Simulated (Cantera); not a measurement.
An isothermal, constant-pressure homogeneous reactor starts with H₂ : O₂ : N₂ = 1.1 : 1 : 8.6 (molar parts), at 950 K and 0.345 atm. Integrator tolerance rtol = 1e-08.

Computed with Cantera and GRI-Mech 3.0 (53 species, 325 reactions). The temperature is held fixed by assumption; the heat of reaction is taken as removed at once.

Problem. What does this change do: temperature 950 to 875 K?

Solution. 
```
quantity                                             before                                      after
-----------------  ----------------------------------------  -----------------------------------------
x(H₂) at 2.00 s    3.80e-5 (gas-phase equilibrium 1.60e-11)    0.0257 (gas-phase equilibrium 1.09e-12)
x(O₂) at 2.00 s       0.0444 (gas-phase equilibrium 0.0443)      0.0565 (gas-phase equilibrium 0.0443)
x(H₂O₂) at 2.00 s  1.35e-7 (gas-phase equilibrium 1.94e-11)  0.000178 (gas-phase equilibrium 6.13e-12)
x(NO₂) at 2.00 s    3.03e-7 (gas-phase equilibrium 1.77e-7)    1.93e-8 (gas-phase equilibrium 1.23e-7)
x(N₂O) at 2.00 s   1.80e-8 (gas-phase equilibrium 4.47e-10)   3.42e-9 (gas-phase equilibrium 1.83e-10)
x(HO₂) at 2.00 s   7.48e-7 (gas-phase equilibrium 1.00e-10)   1.44e-5 (gas-phase equilibrium 2.37e-11)
x(OH) at 2.00 s     1.45e-7 (gas-phase equilibrium 3.78e-8)    3.99e-8 (gas-phase equilibrium 6.50e-9)
```
Below about 950 K walls govern HO2 and H2O2 in real vessels.
